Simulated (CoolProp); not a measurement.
The fluid at 406.47 K and 3.19 MPa flows at 2.3 m/s in a round tube of 50 mm bore and 0.25 µm roughness, fully developed (64/Re and Nu = 3.66 if laminar; Colebrook and Gnielinski if turbulent). The same conditions are run with several fluids, on thermodynamics alone (safety and materials aside).

Computed with CoolProp (reference Helmholtz-energy equation of state of each fluid (C2F6 (R116): Lemmon 2006; R227EA: Lemmon 2016; c-C4F8 (RC318): Platzer 1990; C3F8 (R218): Lemmon 2006; normal hydrogen: Leachman 2009)). The equations of Platzer and Polt are older, rougher fits.

Q: Rank C2F6 (R116), R227EA, c-C4F8 (RC318), C3F8 (R218), normal hydrogen by Reynolds number, highest first.

A: c-C4F8 (RC318) (1600000), R227EA (1440000), C3F8 (R218) (1300000), C2F6 (R116) (764000), normal hydrogen (19500)

```
fluid            Darcy friction factor  pressure drop (Pa/m)  heat-transfer coefficient (W/(m² K))  mass flow (kg/h)
---------------  ---------------------  --------------------  ------------------------------------  ----------------
C2F6 (R116)                     0.0123                  94.2                                   527              2350
R227EA                          0.0111                   144                                  1050              3980
c-C4F8 (RC318)                  0.0109                   208                                  1700              5840
C3F8 (R218)                     0.0113                   141                                   875              3850
normal hydrogen                 0.0260                  2.58                                   232              30.5
```

Transport values come from each fluid's own correlations; those of C2F6 (R116), R227EA, c-C4F8 (RC318), C3F8 (R218) are estimates that may be off by 10 % or more.
